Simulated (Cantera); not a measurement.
A closed system holds: 1 mol SiHCl3, 2.7 mol CH4, 4.2 mol H2, at 2448.15 K.

Method: chemical equilibrium by Gibbs-energy minimisation in Cantera with the NASA 1993 tables (ideal gas, pure condensed phases). Candidate condensed phases: C, C6H6, C7H8, C8H18, Si, SiC; 109 gas species. Gases not in the tables: Si2H6 and higher silanes. Rates play no part.

Task: Which condensed phases are stable at each of these points (P (Pa)): 100, 400, 1600, 6300, 25000, 100000?

Result: 
| P (Pa) | condensed phases | Si condensed (%) |
|---|---|---|
| 100 | C(graphite) | 0.0 |
| 400 | C(graphite) | 0.0 |
| 1600 | C(graphite) | 0.0 |
| 6300 | C(graphite) + SiC(s) | 54.0 |
| 25000 | C(graphite) + SiC(s) | 70.0 |
| 100000 | C(graphite) + SiC(s) | 74.1 |

From 1.00 mbar to 16.0 mbar the condensed part is C(graphite). From 63.0 mbar to 1.00 bar the condensed part is C(graphite) + SiC(s).
